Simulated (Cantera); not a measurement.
A perfectly stirred reactor is fed with H₂ : O₂ = 0.084 : 1 (molar parts), equivalence ratio 0.042, at 170 Pa; it is held at 1473 K, and followed from long to short residence time.

Model: GRI-Mech 3.0 (53 species, 325 reactions), integrated in Cantera. Radical loss at walls, strong at low pressure, is not modelled. The temperature is held fixed by assumption; the heat of reaction is taken as removed at once.

### Question
What does this change do: pressure from 170 Pa to 1330 Pa?

### Answer
```
quantity                 before     after
---------------------  --------  --------
x(H₂) at τ = 26.0 s    0.000464   3.75e-5
x(O₂) at τ = 26.0 s       0.905     0.918
x(OH) at τ = 26.0 s     0.00512   0.00139
x(H₂O) at τ = 26.0 s     0.0763    0.0798
x(HO₂) at τ = 26.0 s    1.77e-7   2.52e-7
x(H₂) at τ = 0.360 s    0.00191  0.000552
x(O₂) at τ = 0.360 s      0.863     0.904
x(OH) at τ = 0.360 s    0.00988   0.00536
x(H₂O) at τ = 0.360 s    0.0658    0.0760
x(HO₂) at τ = 0.360 s   2.89e-7   1.40e-6
```

### Question
What does this change do: pressure from 170 Pa to 2670 Pa?

### Answer
```tsv
quantity	before	after
x(H₂) at τ = 26.0 s	0.000464	1.67e-5
x(O₂) at τ = 26.0 s	0.905	0.919
x(OH) at τ = 26.0 s	0.00512	0.000872
x(H₂O) at τ = 26.0 s	0.0763	0.0801
x(HO₂) at τ = 26.0 s	1.77e-7	2.49e-7
x(H₂) at τ = 0.360 s	0.00191	0.000265
x(O₂) at τ = 0.360 s	0.863	0.912
x(OH) at τ = 0.360 s	0.00988	0.00356
x(H₂O) at τ = 0.360 s	0.0658	0.0780
x(HO₂) at τ = 0.360 s	2.89e-7	1.77e-6
```
